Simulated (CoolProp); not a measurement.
Aqueous potassium carbonate as a coolant, at 4 °C, 1 atm.

Model: Melinder's fits for secondary coolants, in CoolProp.

```tsv
mass %	freezing point (°C)	density (kg/m³)	Prandtl number	cp (kJ/(kg K))	conductivity (W/(m K))
1.2	-0.4	1012	11.6	4.115	0.569
6.9	-2.4	1066	12.0	3.798	0.565
12.6	-4.7	1121	12.9	3.565	0.560
18.3	-7.7	1179	14.3	3.348	0.554
24	-11.9	1239	16.5	3.136	0.549
29.7	-18.2	1303	20.2	2.942	0.543
35.4	-27.5	1368	26.5	2.785	0.537
```
